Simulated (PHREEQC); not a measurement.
Model water analysis in mg/kgw, 85 °C, pH 5.83, pe 12.1: Na 79.2; K 14.2; Ca 76.7; Mg 82.1; Cl 51.6; S(6) as SO4 451; Alkalinity as HCO3 238; O(0) (dissolved oxygen) 8.32; Pb 44.7; N(5) as NO3 1.75; Sr 0.356; Br 23; B 0.0538.

Valence states are taken as typed.

Equilibrium calculation in PHREEQC: ion-association model, phreeqc.dat.

- ionic strength: 0.0171 mol/kgw
- specific conductance: 3020 µS/cm
- charge-balance error: -1.1 %

| species | molality | activity | log γ |
|---|---|---|---|
| CO2 | 0.0103 | 0.0104 | 0.002 |
| HCO3- | 0.00355 | 0.00308 | -0.061 |
| Na+ | 0.00340 | 0.00295 | -0.063 |
| SO4-2 | 0.00283 | 0.00160 | -0.248 |
| Mg+2 | 0.00186 | 0.00107 | -0.240 |
| Ca+2 | 0.00150 | 0.000855 | -0.245 |
| Cl- | 0.00145 | 0.00125 | -0.065 |
| MgSO4 | 0.00144 | 0.00145 | 0.002 |
| K+ | 0.000354 | 0.000304 | -0.065 |
| CaSO4 | 0.000351 | 0.000353 | 0.002 |
| Br- | 0.000287 | 0.000246 | -0.067 |

Precipitation was switched off in this run. Saturation is exceeded, for instance for Cerussite, Pb(OH)2; the values hold only as long as no solid forms. Constants without temperature data keep their 25 °C values here.
